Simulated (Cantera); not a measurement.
Gas mixture: CO2 : N2O = 0.79 : 0.89 (molar parts), at 3.85 atm, frozen composition.

Cantera's kinetic-theory transport with the Lennard-Jones parameters of GRI-Mech 3.0, ideal gas; thermal conductivity in the mixture-averaged form. The composition is frozen, though it would react at the higher temperatures.

One state of this run: ρ (kg/m³) = 2.43; cp (J/kg/K) = 1199; μ (µPa s) = 36.0; λ (mW/m/K) = 58.7; Pr = 0.735; D (cm²/s) CH3 = 0.289; D (cm²/s) C2H2 = 0.212; D (cm²/s) OH = 0.394. D: mixture-averaged diffusion coefficient of that species in the mixture.

Problem. Which value of T (K) does it belong to?
(A) 850
(B) 400
(C) 1450
(D) 550

Solution. A, 850
